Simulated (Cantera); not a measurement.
An isothermal, constant-pressure homogeneous reactor starts with NO : N2 = 1 : 10 (molar parts), at 1800 K and 13300 Pa. Integrator tolerance rtol = 1e-08.

Detailed kinetics in Cantera: GRI-Mech 3.0 (53 species, 325 reactions).

```
quantity                                           before                                    after
----------------  ---------------------------------------  ---------------------------------------
x(NO) at 10.0 s    0.0841 (gas-phase equilibrium 0.00211)   0.0537 (gas-phase equilibrium 0.00211)
x(O2) at 10.0 s    0.00339 (gas-phase equilibrium 0.0444)    0.0186 (gas-phase equilibrium 0.0444)
x(N2) at 10.0 s       0.912 (gas-phase equilibrium 0.953)      0.928 (gas-phase equilibrium 0.953)
x(N2O) at 10.0 s  2.84e-6 (gas-phase equilibrium 4.87e-8)  1.31e-6 (gas-phase equilibrium 1.46e-7)
x(O) at 10.0 s    2.28e-5 (gas-phase equilibrium 7.06e-5)  1.55e-5 (gas-phase equilibrium 2.35e-5)
x(NO2) at 10.0 s  1.08e-5 (gas-phase equilibrium 8.87e-7)  4.44e-5 (gas-phase equilibrium 2.66e-6)
```

### Question
What was changed between the two runs?
(A) pressure from 13300 Pa to 120000 Pa
(B) pressure from 13300 Pa to 4600 Pa
(C) temperature 1800 to 1625 K
(D) NO 1 to 3 parts

### Answer
A, pressure from 13300 Pa to 120000 Pa
